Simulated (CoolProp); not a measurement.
Vapour-liquid equilibrium of dimethyl ether (1) + n-butane (2) at 353.2 K; x and y are mole fractions of (1).

The numbers come from the multi-fluid Helmholtz-energy mixture model, Wu 2011 and Bücker 2006; pair parameters Bell 2016 in CoolProp.

Give the bubble pressure and the first vapour's composition at x = 0.15, 0.75, 0.85. Is there an azeotrope?

x = 0.15: 12.72 bar, y = 0.277; x = 0.75: 20.21 bar, y = 0.817; x = 0.85: 21.13 bar, y = 0.887. No azeotrope shows between x = 0.05 and 0.95.

Pair parameters are fitted to limited data, so mixtures are less certain than the pure fluids.
